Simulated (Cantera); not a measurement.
# Si + HCl + H2 (chlorosilane synthesis and conversion)

Input: 1 mol Si, a varied amount of HCl, 9.1 mol H2, held at 1277 °C and 1 atm.

Equilibrium computed with Cantera from the NASA thermochemical tables; the gas is ideal and each condensed phase is pure. Candidate condensed phases: Si; 19 gas species. The tables' values for SiCl3 are old estimates; treat these amounts as uncertain. Rates play no part.

```
n(HCl) (mol)   x H2   x HCl  x SiCl2   x SiCl3  n Si(s)
------------  -----  ------  -------  --------  -------
0.61          0.947  0.0449  0.00709  0.000601    0.919
0.78          0.935  0.0528  0.00994  0.000997    0.881
1             0.921  0.0615   0.0137   0.00161    0.828
1.3           0.905  0.0712   0.0187   0.00256    0.750
1.6           0.890  0.0791   0.0234   0.00361    0.668
2.1           0.868  0.0896   0.0308   0.00545    0.525
2.7           0.845  0.0992   0.0388   0.00770    0.348
3.4           0.822   0.108   0.0470    0.0103    0.136
```
x: gas mole fraction; n: condensed amount in mol.

From 0.61 mol HCl to 3.4 mol HCl the condensed part is Si(s). The main Si-bearing gas is SiCl2 throughout. The share of Si in condensed phases is highest at 0.61 mol HCl (91.9 %) and lowest at 3.4 mol HCl (13.6 %).
